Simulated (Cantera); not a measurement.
Charge: 1 mol CF4, 0.012 mol F2, 5.4 mol H2, equilibrated at 0.100 bar.

Equilibrium computed with Cantera from the NASA thermochemical tables; the gas is ideal and each condensed phase is pure. Candidate condensed phases: C, C6H6, C7H8, C8H18; 110 gas species. Ions and electrons are included (thermal ionisation). The numbers say what is thermodynamically allowed, not how fast it happens. All values below are at 3500 K.

Base state: H 0.509, HF 0.341, H2 0.0742, F 0.0315, C3 0.0172, C 0.0116, C2H 0.00520, C2 0.00495 (mole fractions); condensed: gas only.

Problem. What changes in the equilibrium state with this change: H2 from 5.4 to 1.4 mol?

Solution. 
| species | before | after |
|---|---|---|
| HF | 0.341 | 0.507 |
| F | 0.0315 | 0.296 |
| H | 0.509 | 0.0806 |
| H2 | 0.0742 | 0.00186 |
| CF | 0.00340 | 0.0429 |
| C3 | 0.0172 | 0.0414 |
| C | 0.0116 | 0.0155 |
| CF2 | 2.78e-5 | 0.00330 |
| CH2 | 1.74e-5 | 5.85e-7 |
| C2H2 (vinylidene) | 2.02e-5 | 9.11e-7 |
| C2H2 (acetylene) | 0.00241 | 0.000109 |
